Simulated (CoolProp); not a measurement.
Saturation properties of n-perfluorobutane.

Model: reference Helmholtz-energy equation of state, Gao 2022, in CoolProp.

| T (°C) | p (kPa) | liquid density (kg/m³) | vapour density (kg/m³) | liquid cp (kJ/(kg K)) |
|---|---|---|---|---|
| -2.75 | 98.41 | 1599 | 10.93 | 1.104 |
| 1.25 | 115.4 | 1584 | 12.71 | 1.109 |
| 5.35 | 135.0 | 1569 | 14.75 | 1.115 |
| 9.45 | 157.1 | 1555 | 17.05 | 1.121 |
| 13.55 | 182.0 | 1539 | 19.61 | 1.127 |
| 17.65 | 209.7 | 1524 | 22.48 | 1.133 |
| 21.75 | 240.5 | 1508 | 25.67 | 1.140 |
| 25.85 | 274.6 | 1492 | 29.20 | 1.147 |
| 29.95 | 312.3 | 1476 | 33.13 | 1.155 |
| 34.05 | 353.7 | 1459 | 37.47 | 1.162 |
| 38.15 | 399.2 | 1442 | 42.27 | 1.171 |
| 42.25 | 448.9 | 1425 | 47.57 | 1.180 |
| 46.25 | 501.8 | 1407 | 53.28 | 1.190 |
| 50.35 | 560.7 | 1388 | 59.74 | 1.200 |
| 54.45 | 624.6 | 1369 | 66.88 | 1.212 |

It boils at -2.0 °C under 1 atm.
